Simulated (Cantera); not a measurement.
BaF2 + O2 + H2 (halide evaporation, hydrolysis and transport)

Input: 1 mol BaF2, 0.15 mol O2, 500 mol H2, equilibrated at 1927 °C.

Method: chemical equilibrium by Gibbs-energy minimisation in Cantera with the NASA 1993 tables (ideal gas, pure condensed phases). Candidate condensed phases: Ba, BaF2, BaO, Ba(OH)2, H2O; 27 gas species. The numbers say what is thermodynamically allowed, not how fast it happens.

```tsv
P (Pa)	x H2	x H	x HF	x BaF	x Ba
0.100	0.0295	0.967	0.00194	6.61e-5	0.000962
1	0.200	0.796	0.00228	0.000107	0.00109
10	0.570	0.425	0.00284	0.000292	0.00127
100	0.832	0.162	0.00293	0.000691	0.00112
1000	0.940	0.0546	0.00256	0.00114	0.000706
10000	0.978	0.0176	0.00206	0.00136	0.000339
100000	0.990	0.00560	0.00155	0.00126	0.000133
```
x: gas mole fraction; nothing condenses.

From 0.000750 Torr to 750 Torr nothing is condensed. The main Ba-bearing gas is Ba at 0.000750 Torr and BaF at 750 Torr.
